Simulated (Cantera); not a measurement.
Feed: 1 mol SiCl4, 0.076 mol CH4, 13 mol H2, held at 1075 °C and 0.0270 bar.

These are equilibrium values from Cantera (NASA tables, ideal gas, pure condensed phases), not measurements of a reactor. The tables' values for SiCl3 are old estimates; treat these amounts as uncertain. Kinetics and transport are ignored.

```tsv
species	before	after
H2	0.817	0.804
HCl	0.122	0.154
SiCl2	0.0456	0.0279
SiH2Cl2	0.000131	7.90e-5
SiHCl3	0.00236	0.00183
SiCl3	0.00749	0.00585
H	1.27e-5	1.26e-5
SiCl4	0.00618	0.00616
SiC(s), mol	0.0760	0.350
```
Gas species are given as mole fractions.

**Question.** What was changed between the two runs?
A) CH4 from 0.076 to 0.35 mol
B) CH4 from 0.076 to 0.95 mol
C) SiCl4 replaced by (CH3)2SiCl2
D) temperature from 1075 °C to 1802 °C

**Answer.** A, CH4 from 0.076 to 0.35 mol
